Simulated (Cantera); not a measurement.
Mixture: 2.16 % CH4, 0.0971 % C2H6, 1.55 % C3H8, 16.1 % O2, 75.7 % N2, 4.32 % CO2, at 28.6 atm, adiabatic and at constant volume. Ignition delay is the time to a rise of 400 K.

Model: GRI-Mech 3.0 (53 species, 325 reactions), integrated in Cantera. GRI-Mech 3.0 was tuned for natural gas; its chemistry of propane as a main component is partial and can be far from experiment. The pressure lies above the range GRI-Mech 3.0 was tuned for (to about 10 atm).

Predict: delay at 1225 K; delay at 1300 K; delay at 1375 K; delay at 1450 K; delay at 1525 K; apparent activation energy between 1375 and 1525 K.


| Property | Result |
|---|---|
| delay at 1225 K | 0.510 ms |
| delay at 1300 K | 0.174 ms |
| delay at 1375 K | 63.9 µs |
| delay at 1450 K | 25.7 µs |
| delay at 1525 K | 11.5 µs |
| apparent activation energy between 1375 and 1525 K | 200 kJ/mol |
